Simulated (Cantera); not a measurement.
Feed: 1 mol SiH₄, 4 mol NH₃, 44 mol N₂, at 1898.15 K and 0.100 bar.

Method: chemical equilibrium by Gibbs-energy minimisation in Cantera with the NASA 1993 tables (ideal gas, pure condensed phases). Candidate condensed phases: Si, Si₃N₄; 18 gas species. Rates play no part.

Base state: N₂ 0.850, H₂ 0.149, H 0.000957, Si 7.46e-5 (mole fractions); condensed: Si₃N₄(s).

Task: What changes in the equilibrium state with this change: pressure from 0.100 bar to 13.3 mbar?

Result: 
```csv
species,before,after
N₂,0.850,0.850
H₂,0.149,0.146
H,0.000957,0.00259
Si,7.46e-5,0.000923
Si₂N,6.43e-6,4.79e-5
SiN,7.32e-6,3.31e-5
SiH,7.96e-6,3.56e-5
"Si₃N₄(s), mol",0.331,0
"Si(l), mol",0,0.940
```
The tables' values for SiN are old estimates; treat these amounts as uncertain.
